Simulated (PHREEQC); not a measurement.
Consider water at 25 °C with 2.7 mmol/kgw Pb(NO3)2, 8.9 mmol/kgw NaHCO3 and 0.27 mmol/kgw NaCl. Closed to the air; pH follows from the charge balance.

Equilibrium calculation in PHREEQC: ion-association model, phreeqc.dat.

This is a speciation only: nothing precipitates in the calculation.

### Question
Order these Pb species by the share of Pb that they hold, largest first: PbCO3, PbNO3+, Pb+2, PbOH+, PbHCO3+.

### Answer
PbCO3 (73 %), PbHCO3+ (18 %), Pb+2 (7.7 %), PbOH+ (0.49 %), PbNO3+ (0.40 %)

The pH is 6.65 and the ionic strength 0.0103 mol/kgw. Saturation is exceeded, for instance for Cerussite, Pb(OH)2; the values hold only as long as no solid forms.
